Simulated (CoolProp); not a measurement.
Toluene along the isobar 31 bar: fugacity coefficient from the reference equation and from simpler models built on Tc = 591.7 K, pc = 41.26 bar, ω = 0.266; each cubic takes its own stable root.

The numbers come from the reference Helmholtz-energy equation of state, Lemmon 2006 in CoolProp. It is a short technical equation, of lower accuracy than the large ones.

| T (K) | phase | reference |
|---|---|---|
| 269.3 | liquid | 0.0002626 |
| 284.9 | liquid | 0.0006813 |
| 300.6 | liquid | 0.001580 |
| 316.2 | liquid | 0.003300 |
| 331.9 | liquid | 0.006366 |
| 347.5 | liquid | 0.01138 |
| 363.2 | liquid | 0.01920 |
| 378.8 | liquid | 0.03058 |
| 394.5 | liquid | 0.04663 |
| 410.1 | liquid | 0.06805 |
| 425.8 | liquid | 0.09600 |
| 441.5 | liquid | 0.1311 |
| 457.1 | liquid | 0.1737 |
| 472.8 | liquid | 0.2245 |

How far does each simpler model (van der Waals, Redlich-Kwong) lie from the reference over these 14 states: mean and median of the absolute difference, and the worst?


- van der Waals: mean 1662.3 %, median 557.0 %, worst +8871.8 % at 269.3 K and 31 bar
- Redlich-Kwong: mean 106.3 %, median 91.2 %, worst +230.5 % at 269.3 K and 31 bar
